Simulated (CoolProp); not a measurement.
A simple Rankine cycle with vinyl chloride: condensing at 299.15 K, boiler at 3.11 MPa, turbine inlet 394.5 K, turbine efficiency 0.7, pump efficiency 0.7, no recuperator. Each further row changes one setting.

Model: reference Helmholtz-energy equation of state, Thol 2022, in CoolProp.

| case | thermal efficiency (%) | net work (kJ/kg) | heat in (kJ/kg) | turbine exit temperature (K) | volume ratio over the turbine |
|---|---|---|---|---|---|
| as stated | 12.8 | 46.4 | 362 | 299.1 | [?] |
| turbine inlet 414.5 K | 13.2 | 52.0 | 393 | 319.9 | [?] |
| condensing temperature 291.15 K | 13.9 | 52.0 | 374 | 291.1 | 9.65 |
| boiler pressure 2.18 MPa | [?] | 44.2 | 386 | 320.5 | 5.06 |
| turbine efficiency 0.6 | 10.8 | 39.2 | 362 | 300.9 | [?] |

Problem. Fill in the missing entries.

Solution. 
- as stated, volume ratio over the turbine: 7.68
- turbine inlet 414.5 K, volume ratio over the turbine: 7.33
- boiler pressure 2.18 MPa, thermal efficiency (%): 11.4
- turbine efficiency 0.6, volume ratio over the turbine: 7.87

The expansion ends wet for: as stated; condensing temperature 291.15 K.
